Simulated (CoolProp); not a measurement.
Vapour-liquid equilibrium of benzene (1) + ethylbenzene (2) at 0.366 MPa; x and y are mole fractions of (1).

Computed with CoolProp (multi-fluid Helmholtz-energy mixture model, Thol 2012 and Zhou 2012; pair parameters Bell 2016).

| x | bubble temperature, mixture model (°C) | bubble temperature, Raoult's law (°C) | y, mixture model | y, Raoult's law |
|---|---|---|---|---|
| 0.05 | 187.1 | 185.8 | 0.123 | 0.155 |
| 0.2 | 174.6 | 171.2 | … | 0.479 |
| 0.35 | 163.4 | 159.7 | … | 0.675 |
| 0.5 | 153.5 | 150.3 | … | 0.801 |
| 0.65 | 144.7 | 142.5 | 0.875 | 0.885 |
| 0.8 | 137.0 | 135.9 | 0.943 | 0.945 |
| 0.95 | 130.4 | 130.2 | 0.989 | 0.988 |

Task: Complete the blanks.

Result: 
- 0.2, y, mixture model: 0.419
- 0.35, y, mixture model: 0.628
- 0.5, y, mixture model: 0.774

The largest gap from Raoult's law is +3.7 K in bubble temperature, at x = 0.35. No azeotrope shows between x = 0.05 and 0.95.

Pair parameters are fitted to limited data, so mixtures are less certain than the pure fluids.
